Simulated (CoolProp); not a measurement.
Vapour pressure (MPa) of fluorine: the reference equation beside estimates from Tc = 144.4 K, pc = 5.240 MPa, ω = 0.045. Clausius-Clapeyron is anchored at 98.8 K with a constant enthalpy of vaporisation of 6.073 kJ/mol.

The numbers come from the reference Helmholtz-energy equation of state, de Reuck 1990 in CoolProp.

| T (K) | reference | Clausius-Clapeyron | van der Waals | Peng-Robinson |
|---|---|---|---|---|
| 98.8 | 0.3875 | 0.3875 | 0.9335 | 0.3947 |
| 102.1 | 0.5048 | 0.4921 | 1.105 | 0.5126 |
| 105.4 | 0.6463 | 0.6156 | 1.295 | 0.6547 |
| 108.6 | 0.8092 | 0.7551 | 1.499 | 0.8184 |
| 111.9 | 1.006 | 0.9207 | 1.730 | 1.017 |
| 115.2 | 1.236 | 1.110 | 1.982 | 1.248 |
| 118.4 | 1.493 | 1.317 | 2.248 | 1.506 |
| 121.7 | 1.795 | 1.557 | 2.544 | 1.812 |
| 125 | 2.139 | 1.825 | 2.863 | 2.159 |
| 128.2 | 2.516 | 2.111 | 3.196 | 2.539 |

Absolute difference from the reference over all 10 rows, mean and median: Clausius-Clapeyron 8.8 and 9.3 %, van der Waals 73.1 and 66.2 %, Peng-Robinson 1.2 and 1.0 %.
